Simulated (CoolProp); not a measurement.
Carbon monoxide along the isobar 2.62 MPa: density (kg/m³) from the reference equation and from simpler models built on Tc = -140.3 °C, pc = 3.498 MPa, ω = 0.050; each cubic takes its own stable root.

The numbers come from the reference Helmholtz-energy equation of state, Lemmon 2006 in CoolProp. It is a short technical equation, of lower accuracy than the large ones.

| T (°C) | phase | reference | van der Waals | Redlich-Kwong | Soave-Redlich-Kwong |
|---|---|---|---|---|---|
| -196.45 | liquid | 819.8 | 563.1 | 825.4 | 820.2 |
| -164.15 | liquid | 665.0 | 460.0 | 642.7 | 644.6 |
| -131.75 | gas | 82.68 | 81.55 | 83.13 | 82.90 |
| -99.45 | gas | 57.22 | 57.85 | 57.48 | 57.07 |
| -67.05 | gas | 45.48 | 46.14 | 45.67 | 45.27 |
| -34.75 | gas | 38.21 | 38.77 | 38.37 | 38.02 |
| -2.35 | gas | 33.11 | 33.56 | 33.25 | 32.94 |
| 29.95 | gas | 29.30 | 29.66 | 29.43 | 29.16 |
| 62.35 | gas | 26.31 | 26.60 | 26.43 | 26.20 |
| 94.65 | gas | 23.90 | 24.15 | 24.01 | 23.81 |
| 127.05 | gas | 21.91 | 22.12 | 22.01 | 21.84 |
